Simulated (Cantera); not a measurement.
Input: 1 mol Si, 5.1 mol F2, 2.3 mol N2, 15 mol HCl, at 1200 K and 25.0 Pa.

Equilibrium computed with Cantera from the NASA thermochemical tables; the gas is ideal and each condensed phase is pure. Candidate condensed phases: NH4Cl, Si, Si3N4; 49 gas species. Rates play no part.

Base state: HCl 0.392, HF 0.277, N2 0.103, Cl2 0.0928, Cl 0.0910, SiF4 0.0446 (mole fractions); condensed: gas only.

Question: What changes in the equilibrium state with this change: temperature from 1200 K to 1598 K?

Answer: 
```csv
species,before,after
HCl,0.392,0.360
HF,0.277,0.253
Cl,0.0910,0.251
Cl2,0.0928,0.00133
SiF4,0.0446,0.0408
N2,0.103,0.0940
SiF3,1.01e-9,4.28e-5
H,<1e-9,1.29e-5
H2,2.18e-9,1.46e-5
F,1.36e-7,1.19e-5
```
The tables' values for SiF3 are old estimates; treat these amounts as uncertain.
